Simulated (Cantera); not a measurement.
A Cantera script and what it prints.

```python
import numpy as np
import cantera as ct

gas_names = """
    Fe H H2 H2S N NH NH2 NH3 N2 N2H2 N2H4 S SH SN S2 S8
""".split()
cond_names = """
    Fe(a) Fe(c) Fe(d) Fe(L) FeS(a) FeS(b) FeS(c) FeS(L) FeS2(s) S(cr1) S(cr2) S(L)
""".split()


def load(file, names, dense=False):
    # The tables refer to 1 bar. Condensed volumes are neglected.
    table = {s.name: s for s in ct.Species.list_from_file(file)}
    out = []
    for n in names:
        d = dict(table[n].input_data)
        d["thermo"] = dict(d["thermo"], **{"reference-pressure": 1e5})
        if dense:
            d["equation-of-state"] = {"model": "constant-volume", "density": "1e6 g/cm^3"}
        out.append(ct.Species.from_dict(d))
    return out


gas = ct.Solution(thermo="ideal-gas", species=load("nasa_gas.yaml", gas_names))
cond = {s.name: ct.Solution(thermo="fixed-stoichiometry", species=[s], name=s.name)
        for s in load("nasa_condensed.yaml", cond_names, dense=True)}
atoms = {
    'FeS2': {'Fe': 1, 'S': 2},
    'H2S': {'H': 2, 'S': 1},
    'N2': {'N': 2},
}
top_T = {'FeS2(s)': 1010}  # K; cautious upper limits of use, not melting points


def equilibrate(T, P, feed):
    n = {}
    for name, mol in feed.items():
        for a, k in atoms[name].items():
            n[a] = n.get(a, 0.0) + k * mol
    gas.TPX = T, P, n
    mass = sum(n.values()) * gas.mean_molecular_weight
    gas.equilibrate("TP")
    valid = [c for c in cond.values() if c.min_temp <= T <= top_T.get(c.name, c.max_temp)]
    mix = ct.Mixture([(gas, mass / gas.mean_molecular_weight)] + [(c, 0.0) for c in valid])
    mix.T, mix.P = T, P
    mix.equilibrate("TP", solver="vcs", rtol=1e-11, max_steps=5000)
    return mix


results = []
feed = {'FeS2': 1, 'H2S': 1.6, 'N2': 42}  # mol
T = 1323.15  # K
P = 1333.22  # Pa
mix = equilibrate(T, P, feed)
results.append((T, P, feed, dict(zip(mix.species_names, mix.species_moles))))
x = sorted(zip(gas.X, gas.species_names), reverse=True)
print(f"T = {T:g} K  P = {P:g} Pa  gas = {mix.phase_moles(0):.4g} mol")
print("   x: " + "  ".join(f"{s} {v:.3e}" for v, s in x if v > 1e-06))
print("   condensed (mol): " + ("  ".join(f"{mix.phase(i).name} {mix.phase_moles(i):.4g}"
      for i in range(1, mix.n_phases) if mix.phase_moles(i) > 1e-12) or "none"))
```

Result:

```
T = 1323.15 K  P = 1333.22 Pa  gas = 44.78 mol
   x: N2 9.379e-01  H2 3.021e-02  S2 2.622e-02  H2S 5.418e-03  SH 2.057e-04  S 5.582e-06  H 2.393e-06
   condensed (mol): FeS(c) 1
```

Equilibrium computed with Cantera from the NASA thermochemical tables; the gas is ideal and each condensed phase is pure. FeS: taken at fixed stoichiometry.
